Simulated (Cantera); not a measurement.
An isothermal, constant-pressure homogeneous reactor starts with 29.7 % H2, 27.0 % O2, 43.2 % N2, at 1275 K and 38000 Pa.

Model: the H2/O2 subset of GRI-Mech 3.0, which has no nitrogen chemistry, integrated in Cantera. The temperature is held fixed by assumption; the heat of reaction is taken as removed at once.

x: mole fraction; the columns are a selection and need not sum to one.

```tsv
t (s)	x H2	x O2	x O	x H	x HO2
1.00e-6	0.297	0.270	7.59e-10	7.81e-9	8.04e-9
7.44e-6	0.297	0.270	3.57e-8	1.69e-7	6.50e-8
5.54e-5	0.0960	0.180	0.0247	0.0938	6.76e-5
0.000412	0.000852	0.143	0.000389	0.000141	2.97e-5
0.00307	1.34e-5	0.143	8.46e-6	4.25e-7	1.11e-6
0.0228	[?]	0.143	[?]	[?]	[?]
0.170	1.13e-7	0.143	1.00e-7	5.58e-10	3.27e-8
1.26	8.33e-8	0.143	6.89e-8	3.47e-10	3.23e-8
9.41	8.33e-8	0.143	6.89e-8	3.47e-10	3.23e-8
70.0	8.33e-8	0.143	6.89e-8	3.47e-10	3.23e-8
```

Question: Complete the blanks.

Answer: 
- 0.0228, x H2: 7.37e-7
- 0.0228, x O: 6.60e-7
- 0.0228, x H: 8.61e-9
- 0.0228, x HO2: 9.22e-8
